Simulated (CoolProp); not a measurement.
Vapour-liquid equilibrium of sulfur hexafluoride (1) + R113 (2) at 279.8 K; x and y are mole fractions of (1).

Model: multi-fluid Helmholtz-energy mixture model, Guder 2009 and Marx 1992; pair parameters Bell 2016, in CoolProp.

```json
[
 {"x": "0.05", "bubble pressure (bar)": "1.564", "y at the bubble point": "0.864", "dew pressure at overall composition x (bar)": "0.2167", "liquid density (mol/L)": "8.675"},
 {"x": "0.125", "bubble pressure (bar)": "2.451", "y at the bubble point": "0.913", "dew pressure at overall composition x (bar)": "0.2354", "liquid density (mol/L)": "8.839"},
 {"x": "0.2", "bubble pressure (bar)": "2.862", "y at the bubble point": "0.926", "dew pressure at overall composition x (bar)": "0.2576", "liquid density (mol/L)": "9.016"},
 {"x": "0.275", "bubble pressure (bar)": "3.187", "y at the bubble point": "0.934", "dew pressure at overall composition x (bar)": "0.2844", "liquid density (mol/L)": "9.207"},
 {"x": "0.35", "bubble pressure (bar)": "3.572", "y at the bubble point": "0.943", "dew pressure at overall composition x (bar)": "0.3174", "liquid density (mol/L)": "9.409"},
 {"x": "0.425", "bubble pressure (bar)": "4.092", "y at the bubble point": "0.953", "dew pressure at overall composition x (bar)": "0.3591", "liquid density (mol/L)": "9.620"},
 {"x": "0.5", "bubble pressure (bar)": "4.797", "y at the bubble point": "0.964", "dew pressure at overall composition x (bar)": "0.4135", "liquid density (mol/L)": "9.838"},
 {"x": "0.575", "bubble pressure (bar)": "5.734", "y at the bubble point": "0.974", "dew pressure at overall composition x (bar)": "0.4874", "liquid density (mol/L)": "10.06"},
 {"x": "0.65", "bubble pressure (bar)": "6.941", "y at the bubble point": "0.982", "dew pressure at overall composition x (bar)": "0.5933", "liquid density (mol/L)": "10.27"},
 {"x": "0.725", "bubble pressure (bar)": "8.431", "y at the bubble point": "0.989", "dew pressure at overall composition x (bar)": "0.7582", "liquid density (mol/L)": "10.46"},
 {"x": "0.8", "bubble pressure (bar)": "10.17", "y at the bubble point": "0.994", "dew pressure at overall composition x (bar)": "1.050", "liquid density (mol/L)": "10.60"},
 {"x": "0.875", "bubble pressure (bar)": "12.04", "y at the bubble point": "0.997", "dew pressure at overall composition x (bar)": "1.701", "liquid density (mol/L)": "10.67"},
 {"x": "0.95", "bubble pressure (bar)": "13.86", "y at the bubble point": "0.999", "dew pressure at overall composition x (bar)": "3.908", "liquid density (mol/L)": "10.57"}
]
```

No azeotrope shows between x = 0.05 and 0.95.

Pair parameters are fitted to limited data, so mixtures are less certain than the pure fluids. The gap from Raoult's law changes sign with composition, which may be real or a fault of the pair parameters; it wasn't checked against measurements. With so large a gap from Raoult's law the liquid may split in two, which this calculation doesn't test in full.
